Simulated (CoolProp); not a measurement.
n-butane along the isotherm 301.85 °C: Z from the reference equation and from simpler models built on Tc = 152.0 °C, pc = 37.96 bar, ω = 0.201; each cubic takes its own stable root.

Computed with CoolProp (reference Helmholtz-energy equation of state, Bücker 2006).

| p (bar) | phase | reference | Redlich-Kwong | Soave-Redlich-Kwong |
|---|---|---|---|---|
| 9.49 | gas | 0.9717 | 0.9657 | 0.9718 |
| 19 | gas | 0.9427 | 0.9313 | 0.9442 |
| 28.5 | gas | 0.9135 | 0.8970 | 0.9173 |
| 38 | supercritical | 0.8844 | 0.8634 | 0.8916 |
| 47.5 | supercritical | 0.8557 | 0.8308 | 0.8675 |
| 56.9 | supercritical | ___ | 0.8003 | ___ |
| 66.4 | supercritical | 0.8026 | 0.7723 | 0.8261 |
| 75.9 | supercritical | 0.7794 | ___ | 0.8096 |
| 85.4 | supercritical | 0.7595 | 0.7286 | 0.7965 |
| 94.9 | supercritical | 0.7436 | ___ | ___ |

### Question
Complete the blanks.

### Answer

- 56.9, reference: 0.8284
- 56.9, Soave-Redlich-Kwong: 0.8456
- 75.9, Redlich-Kwong: 0.7480
- 94.9, Redlich-Kwong: 0.7146
- 94.9, Soave-Redlich-Kwong: 0.7871
